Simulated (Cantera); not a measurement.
A perfectly stirred reactor is fed with CH4 : H2 : O2 : N2 = 1 : 1.3 : 3.79 : 32.9 (molar parts), equivalence ratio 0.70, at 240 Torr; it is adiabatic with a 350 K inlet, and is followed from long to short residence time, starting on the burning branch (τ in s: 0.064, 0.031, 0.014, 0.0068, 0.0032, 0.0015, 0.00073, 0.00034, 0.00016, 7.7e-05, 3.7e-05, 1.7e-05).

Model: GRI-Mech 3.0 (53 species, 325 reactions), integrated in Cantera.

Q: What does this change do: pressure from 240 Torr to 750 Torr?

A: 
```tsv
quantity	before	after
blow-out, bracketed by the residence times tried	burning at 14.0 ms, out at 6.80 ms	burning at 31.0 ms, out at 14.0 ms
x(CH4) at τ = 64.0 ms	0.000101	0.000114
x(H2) at τ = 64.0 ms	0.000628	0.000339
x(O2) at τ = 64.0 ms	0.0307	0.0306
x(CH2O) at τ = 64.0 ms	5.72e-6	7.07e-6
x(CO2) at τ = 64.0 ms	0.0247	0.0249
x(CH4) at τ = 0.730 ms	0.0256	0.0256
x(H2) at τ = 0.730 ms	0.0333	0.0333
x(O2) at τ = 0.730 ms	0.0972	0.0972
x(CH2O) at τ = 0.730 ms	<1e-12	<1e-12
x(CO2) at τ = 0.730 ms	<1e-12	<1e-12
```
